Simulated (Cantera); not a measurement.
A perfectly stirred reactor is fed with C₂H₆ : N₂ = 1.6 : 80 (molar parts), at 0.987 atm; it is held at 1873 K, and followed from long to short residence time.

Computed with Cantera and GRI-Mech 3.0 (53 species, 325 reactions). GRI-Mech 3.0 stops at C3 and has no aromatics, soot or wall deposition, so with more carbon than oxygen in the feed, carbon stays in small species such as C2H2 where larger ones or solid carbon would form.

One state of this run: x C₂H₆ = 1.15e-6; x H₂ = 0.0360; x H = 0.000141; x CH₂ = 3.70e-7; x C₂H₂ = 0.0182. x: mole fraction; the columns are a selection and need not sum to one.

Question: Which value of τ (s) does it belong to?
(A) 0.012
(B) 0.097
(C) 0.27
(D) 0.76

Answer: C, 0.27
